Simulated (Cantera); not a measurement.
Charge: 1 mol Si3N4, 2.9 mol H2O, 0.98 mol N2, at 1000 Pa.

Cantera equilibrium calculation (NASA polynomials, part measured and part estimated; ideal gas, pure solids and liquids). Candidate condensed phases: H2O, Si, SiO2, Si2N2O, Si3N4; 35 gas species. Mutual solubility and eutectic melting of coexisting phases are not modelled. The tables hold silica as quartz up to 1696 K and as liquid above; real silica turns to tridymite and cristobalite and melts near 1996 K. Gases not in the tables: Si2H6 and higher silanes. Kinetics and transport are ignored.

Q: What share of the Si ends up in condensed phases as a function of T (K), at 875, 1075, 1275, 1475, 1675, 1875, 2075?

A: 
| T (K) | Si condensed (%) | as |
|---|---|---|
| 875 | 100.0 | SiO2(β-quartz) + Si2N2O(s) |
| 1075 | 100.0 | SiO2(β-quartz) + Si2N2O(s) |
| 1275 | 100.0 | SiO2(β-quartz) + Si2N2O(s) |
| 1475 | 99.9 | SiO2(β-quartz) + Si2N2O(s) |
| 1675 | 82.7 | SiO2(β-quartz) + Si2N2O(s) |
| 1875 | 3.0 | Si(l) |
| 2075 | 0.0 | - |
